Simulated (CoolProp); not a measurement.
A single-stage vapour-compression cycle with R152A: evaporating at 317.15 K (dew point), condensing at 363.15 K (bubble point), superheat 10 K, subcooling 0 K, compressor efficiency 0.85, no pressure losses. Each further row changes one setting.

Model: reference Helmholtz-energy equation of state, Outcalt 1996, in CoolProp. It is a modified Benedict-Webb-Rubin equation, recast in Helmholtz form.

| case | cooling COP | pressure ratio | discharge temperature (K) | refrigerating effect (kJ/kg) | volumetric capacity (kJ/m³) |
|---|---|---|---|---|---|
| as stated | 4.05 | 2.85 | 386.1 | 170 | 5050 |
| evaporating temperature 322.15 K | 4.72 | 2.51 | [?] | 173 | 5850 |
| condensing temperature 358.15 K | 4.79 | [?] | 379.9 | 182 | [?] |
| subcooling 5 K | 4.35 | 2.85 | 386.1 | 183 | 5430 |
| superheat 20 K | [?] | 2.85 | 395.5 | 184 | 5160 |
| compressor efficiency 0.75 | 3.57 | 2.85 | 389.3 | 170 | 5050 |

Problem. Some entries are withheld; supply them.

Solution. 
- evaporating temperature 322.15 K, discharge temperature (K): 384.6
- condensing temperature 358.15 K, pressure ratio: 2.57
- condensing temperature 358.15 K, volumetric capacity (kJ/m³): 5410
- superheat 20 K, cooling COP: 4.11
